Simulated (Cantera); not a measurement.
## Adiabatic ignition

An adiabatic, constant-volume homogeneous reactor starts with 17.6 % CH4, 0.738 % C2H6, 17.2 % O2, 64.5 % N2, equivalence ratio 2.2, at 1325 K and 5.33 atm.

Computed with Cantera and GRI-Mech 3.0 (53 species, 325 reactions).

```tsv
t (s)	T (K)	P (bar)	x CH4	x C2H6	x O2	x H	x CH2CO	x C2H
2.00e-6	1325	5.40	0.176	0.00738	0.172	7.43e-10	<1e-12	<1e-12
8.53e-6	1325	5.40	0.176	0.00738	0.172	2.71e-9	1.43e-12	<1e-12
3.64e-5	1325	5.40	0.176	0.00737	0.172	1.87e-8	6.03e-10	<1e-12
0.000155	1326	5.40	0.176	0.00730	0.171	8.16e-8	1.64e-7	<1e-12
0.000663	1343	5.48	0.172	0.00692	0.169	3.47e-7	1.49e-5	<1e-12
0.00283	2585	12.8	3.49e-9	<1e-12	2.10e-6	0.00448	7.48e-12	<1e-12
0.0121	2586	12.8	3.47e-9	<1e-12	2.10e-6	0.00449	7.44e-12	<1e-12
0.0515	2586	12.8	3.47e-9	<1e-12	2.10e-6	0.00449	7.44e-12	<1e-12
0.220	2586	12.8	3.47e-9	<1e-12	2.10e-6	0.00449	7.44e-12	<1e-12
0.937	2586	12.8	3.47e-9	<1e-12	2.10e-6	0.00449	7.44e-12	<1e-12
4.00	2586	12.8	3.47e-9	<1e-12	2.10e-6	0.00449	7.44e-12	<1e-12
```
x: mole fraction; the columns are a selection and need not sum to one.

The time of steepest temperature rise is 1.17 ms and the temperature at 4.00 s comes out as 2586 K. The equilibrium temperature is 2586 K and the x(CH4) at 4.00 s is 3.47e-9 (gas-phase equilibrium 3.90e-9). The x(C2H6) at 4.00 s is <1e-12 (gas-phase equilibrium <1e-12). The x(O2) at 4.00 s comes out as 2.10e-6 (gas-phase equilibrium 2.10e-6).
